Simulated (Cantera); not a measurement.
Input (Python, Cantera) and output of one run.

```python
import numpy as np
import cantera as ct

gas_names = """
    Br Br2 H HBr H2 Si SiBr SiBr2 SiBr3 SiBr4 SiH SiHBr3 SiH2 SiH2Br2 SiH3 SiH3Br SiH4 Si2 Si3
""".split()
cond_names = """
    Br2(cr) Br2(L) Si(cr) Si(L)
""".split()


# ... load() reads the species with a 1 bar reference pressure and builds the phases ...
atoms = {
    'Si': {'Si': 1},
    'HBr': {'H': 1, 'Br': 1},
    'H2': {'H': 2},
}
top_T = {}  # K; cautious upper limits of use, not melting points


# ... equilibrate(T, P, feed) seeds the gas with the atoms and calls Mixture.equilibrate('TP', solver="vcs", rtol=1e-11, max_steps=5000) ...
results = []
feed = {'Si': 1, 'HBr': 7.2, 'H2': 32}  # mol
P = 100000  # Pa
for T in [1025, 1075, 1125, 1175, 1225, 1275, 1325, 1375, 1425, 1475, 1525, 1575, 1625, 1675]:
    mix = equilibrate(T, P, feed)
    results.append((T, P, feed, dict(zip(mix.species_names, mix.species_moles))))

top = {s: max(r[3][s] / sum(r[3][g] for g in gas_names) for r in results) for s in gas_names}
cols = sorted((s for s in top if top[s] > 1e-06), key=lambda s: -top[s])[:8]
seen = [c for c in cond_names if any(r[3].get(c, 0) > 1e-12 for r in results)]
print("log10 of partial pressures in bar; condensed amounts in mol")
print(f"{'T/K':>10s}" + "".join(f"{s[:9]:>10s}" for s in cols + seen))
for T, P, feed, n in results:
    ng = sum(n[g] for g in gas_names)
    print(f"{T:10.4g}" + "".join(f"{np.log10(max(n[s] / ng * P / 1e5, 1e-99)):10.3f}" for s in cols)
          + "".join(f"{n.get(c, 0):10.4g}" for c in seen))
```

Output:

```
log10 of partial pressures in bar; condensed amounts in mol
       T/K        H2       HBr     SiBr4     SiBr2    SiHBr3     SiBr3        Br   SiH2Br2
      1025    -0.051    -1.069    -1.606    -4.705    -2.888    -4.310    -6.265    -4.496
      1075    -0.052    -1.066    -1.618    -4.066    -2.741    -3.921    -5.900    -4.187
      1125    -0.052    -1.059    -1.637    -3.500    -2.617    -3.578    -5.564    -3.921
      1175    -0.053    -1.048    -1.669    -3.008    -2.524    -3.285    -5.250    -3.703
      1225    -0.055    -1.030    -1.721    -2.599    -2.472    -3.048    -4.954    -3.545
      1275    -0.058    -1.003    -1.805    -2.278    -2.470    -2.876    -4.670    -3.456
      1325    -0.062    -0.973    -1.929    -2.043    -2.522    -2.771    -4.401    -3.436
      1375    -0.065    -0.944    -2.097    -1.879    -2.624    -2.728    -4.150    -3.471
      1425    -0.069    -0.920    -2.305    -1.772    -2.767    -2.735    -3.920    -3.548
      1475    -0.071    -0.905    -2.542    -1.705    -2.938    -2.781    -3.712    -3.651
      1525    -0.072    -0.895    -2.797    -1.665    -3.124    -2.851    -3.523    -3.769
      1575    -0.073    -0.889    -3.056    -1.641    -3.315    -2.933    -3.349    -3.891
      1625    -0.074    -0.886    -3.311    -1.626    -3.504    -3.021    -3.189    -4.013
      1675    -0.074    -0.885    -3.558    -1.617    -3.687    -3.110    -3.039    -4.132
```

Equilibrium computed with Cantera from the NASA thermochemical tables; the gas is ideal and each condensed phase is pure. The tables' values for SiBr3, SiBr are old estimates; treat these amounts as uncertain.
